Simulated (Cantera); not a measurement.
Cantera run:

```python
import numpy as np
import cantera as ct

gas_names = """
    NO N2O N2 VO2 N NO2
""".split()
cond_names = """
    V2O3(s) V2O3(L) V2O4(I) V2O4(II) V2O4(L) VN(s) V2O5(s) V2O5(L) V(cr) V(L)
""".split()


# ... load() reads the species with a 1 bar reference pressure and builds the phases ...
species = {s.name: s for s in load("nasa_gas.yaml", gas_names) + load("nasa_condensed.yaml", cond_names)}
# Each term lists the table entries of one substance; the one whose range holds T is used.
reactions = {
    '2 NO(g) + V2O3 = N2O(g) + V2O4':
        [(-2, ['NO']), (-1, ['V2O3(s)', 'V2O3(L)']), (1, ['N2O']), (1, ['V2O4(I)', 'V2O4(II)', 'V2O4(L)'])],
    '2 VN + 4 NO(g) = 3 N2(g) + 2 VO2(g)':
        [(-2, ['VN(s)']), (-4, ['NO']), (3, ['N2']), (2, ['VO2'])],
    '2 N(g) + 5 V2O4 = 4 V2O5 + 2 VN':
        [(-2, ['N']), (-5, ['V2O4(I)', 'V2O4(II)', 'V2O4(L)']), (4, ['V2O5(s)', 'V2O5(L)']), (2, ['VN(s)'])],
    '2 V + 2 NO2(g) = 2 VO2(g) + N2(g)':
        [(-2, ['V(cr)', 'V(L)']), (-2, ['NO2']), (2, ['VO2']), (1, ['N2'])],
}


def pick(names, T):
    return next(species[n] for n in names if species[n].thermo.min_temp <= T <= species[n].thermo.max_temp)


results = []
for label, terms in reactions.items():
    print(label)
    print("     T/K   dH/kJ  dS/(J/K)   dG/kJ   log10 K")
    for T in [300, 1300, 1375, 1450, 1525, 1600, 1675, 1750]:
        used = [(nu, pick(names, T)) for nu, names in terms]
        dH = sum(nu * s.thermo.h(T) for nu, s in used) / 1e6
        dS = sum(nu * s.thermo.s(T) for nu, s in used) / 1e3
        dG = dH - T * dS / 1e3
        logK = -dG * 1e6 / (ct.gas_constant * T * np.log(10))
        results.append((label, T, dH, dS, dG, logK, [s.name for _, s in used]))
        print(f"{T:8g} {dH:8.1f} {dS:8.1f} {dG:8.1f} {logK:8.2f}")
```

Result:

```
2 NO(g) + V2O3 = N2O(g) + V2O4
     T/K   dH/kJ  dS/(J/K)   dG/kJ   log10 K
     300   -309.4   -196.2   -250.5    43.62
    1300   -293.5   -162.3    -82.5     3.31
    1375   -292.9   -161.9    -70.3     2.67
    1450   -292.4   -161.5    -58.2     2.10
    1525   -291.9   -161.2    -46.1     1.58
    1600   -291.5   -160.9    -34.0     1.11
    1675   -291.2   -160.7    -21.9     0.68
    1750   -290.9   -160.6     -9.9     0.30
2 VN + 4 NO(g) = 3 N2(g) + 2 VO2(g)
     T/K   dH/kJ  dS/(J/K)   dG/kJ   log10 K
     300   -396.1    187.7   -452.4    78.77
    1300   -426.3    146.5   -616.8    24.78
    1375   -429.3    144.3   -627.7    23.84
    1450   -432.4    142.1   -638.4    23.00
    1525   -435.6    139.9   -649.0    22.23
    1600   -438.9    137.8   -659.4    21.53
    1675   -442.2    135.8   -669.7    20.88
    1750   -445.7    133.7   -679.8    20.29
2 N(g) + 5 V2O4 = 4 V2O5 + 2 VN
     T/K   dH/kJ  dS/(J/K)   dG/kJ   log10 K
     300   -446.2   -227.5   -377.9    65.80
    1300   -237.3   -100.7   -106.4     4.28
    1375   -237.7   -100.9    -98.9     3.76
    1450   -238.4   -101.5    -91.3     3.29
    1525   -239.7   -102.3    -83.6     2.86
    1600   -241.4   -103.4    -75.9     2.48
    1675   -243.5   -104.7    -68.1     2.12
    1750   -246.0   -106.2    -60.2     1.80
2 V + 2 NO2(g) = 2 VO2(g) + N2(g)
     T/K   dH/kJ  dS/(J/K)   dG/kJ   log10 K
     300   -533.7    183.9   -588.8   102.52
    1300   -551.3    161.8   -761.6    30.60
    1375   -553.5    160.1   -773.7    29.39
    1450   -555.8    158.5   -785.6    28.30
    1525   -558.3    156.8   -797.4    27.31
    1600   -560.9    155.1   -809.1    26.41
    1675   -563.7    153.5   -820.7    25.59
    1750   -566.6    151.8   -832.1    24.84
```

Source: NASA polynomial tables (part measured, part estimated), evaluated in Cantera. VN: taken at fixed stoichiometry. Condensed species are held in their standard states even where they would react or evaporate.
